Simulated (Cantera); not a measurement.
Feed: 1 mol borazine, 2.8 mol NH3, 12 mol H2O, 0.00015 mol H2, at 0.00310 bar.

Equilibrium computed with Cantera from the NASA thermochemical tables; the gas is ideal and each condensed phase is pure. Candidate condensed phases: B, BN, B2O3, B3O3H3, H2O; 39 gas species. The feed counts by its element totals alone. Gases not in the tables: H3BO3. Kinetics and transport are ignored.

x: gas mole fraction; n: condensed amount in mol.

```csv
T (°C),x H2,x H2O,x N2,x HBO2,x H,x B2O3,x HBO,n B2O3(l)
877,0.528,0.336,0.131,0.00411,9.74e-7,5.37e-7,2.05e-7,1.45
927,0.527,0.333,0.131,0.00862,2.57e-6,2.97e-6,7.21e-7,1.40
977,0.525,0.328,0.130,___,___,___,___,1.31
1027,0.521,0.318,0.129,0.0312,1.43e-5,6.01e-5,6.64e-6,1.15
1077,0.515,0.303,0.128,0.0542,3.07e-5,0.000227,1.79e-5,0.877
1127,0.505,___,0.125,___,___,___,___,___
1177,0.496,0.256,0.123,0.123,0.000120,0.00189,9.43e-5,0
1227,0.495,0.257,0.123,0.123,0.000223,0.00216,0.000129,0
1277,0.495,0.257,0.123,0.122,0.000398,0.00244,0.000173,0
1327,0.495,0.257,0.123,0.121,0.000687,0.00273,0.000228,0
1377,0.495,0.257,0.123,0.121,0.00115,0.00304,0.000295,0
1427,0.494,0.258,0.123,0.120,0.00186,0.00335,0.000374,0
1477,0.493,0.258,0.123,0.119,0.00293,0.00366,0.000468,0
1527,0.492,0.258,0.123,0.118,0.00451,0.00398,0.000578,0
```

Some entries are withheld; supply them.


- 1127, x H2O: 0.280
- 1127, x HBO2: 0.0888
- 1127, x H: 6.21e-5
- 1127, x B2O3: 0.000775
- 1127, x HBO: 4.50e-5
- 1127, n B2O3(l): 0.453
- 977, x HBO2: 0.0169
- 977, x H: 6.29e-6
- 977, x B2O3: 1.42e-5
- 977, x HBO: 2.29e-6
